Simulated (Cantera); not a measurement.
Feed: 1 mol Fe2O3, 4.3 mol C, 0.46 mol H2, equilibrated at 1200 °C and 5.90 bar.

Equilibrium computed with Cantera from the NASA thermochemical tables; the gas is ideal and each condensed phase is pure. Candidate condensed phases: C, C6H6, C7H8, C8H18, Fe, Fe(CO)5, FeO, Fe(OH)2, Fe(OH)3, Fe2O3, Fe3O4, H2O; 114 gas species. Iron dissolves carbon and melts from about 1420 K in contact with it, which pure phases cannot show. Condensed phases not in the tables: cementite and carbon dissolved in iron. Rates play no part.

Base state: CO 0.863, H2 0.132, CO2 0.00371, H2O 0.00140, CH4 0.000300 (mole fractions); condensed: C(graphite) + Fe(γ).

Question: What changes in the equilibrium state with this change: temperature from 1200 °C to 2327 °C?

Answer: 
```json
[
 {"species": "CO", "before": "0.863", "after": "0.856"},
 {"species": "H2", "before": "0.132", "after": "0.126"},
 {"species": "Fe", "before": "1.42e-8", "after": "0.0101"},
 {"species": "H", "before": "1.89e-6", "after": "0.00562"},
 {"species": "C4H2", "before": "<1e-9", "after": "1.38e-5"},
 {"species": "C2H2 (acetylene)", "before": "8.58e-7", "after": "0.00205"},
 {"species": "CO2", "before": "0.00371", "after": "1.28e-5"},
 {"species": "H2O", "before": "0.00140", "after": "1.22e-5"},
 {"species": "CH4", "before": "0.000300", "after": "1.21e-5"},
 {"species": "C(graphite), mol", "before": "1.32", "after": "1.29"},
 {"species": "Fe(γ), mol", "before": "2.00", "after": "0"},
 {"species": "Fe(l), mol", "before": "0", "after": "1.96"}
]
```

Question: What changes in the equilibrium state with this change: C from 4.3 to 1.1 mol?

Answer: 
| species | before | after |
|---|---|---|
| CO | 0.863 | 0.606 |
| H2 | 0.132 | 0.210 |
| CO2 | 0.00371 | 0.0996 |
| H2O | 0.00140 | 0.0853 |
| CH4 | 0.000300 | 1.39e-5 |
| C(graphite), mol | 1.32 | 0 |
| Fe(γ), mol | 2.00 | 0.389 |
| FeO(s), mol | 0 | 1.61 |
Mutual solubility and eutectic melting of coexisting phases are not modelled. The tables' stoichiometric FeO is somewhat more stable than real wüstite, so its field is too wide. FeO: taken at fixed stoichiometry.
